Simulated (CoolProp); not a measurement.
Model: reference Helmholtz-energy equation of state, Beckmüller 2019, in CoolProp.

### Question
For n-octane, give the phase and the density (kg/m³), cv (kJ/(kg K)), speed of sound (m/s), conductivity (mW/(m K)) at 596.8 K and 3280 kPa.

### Answer
- 596.8 K and 3280 kPa: supercritical; density 187, cv 3.00, speed of sound 97.1, conductivity 62.8

Thermal conductivity comes from a separate model (Huber 2005).
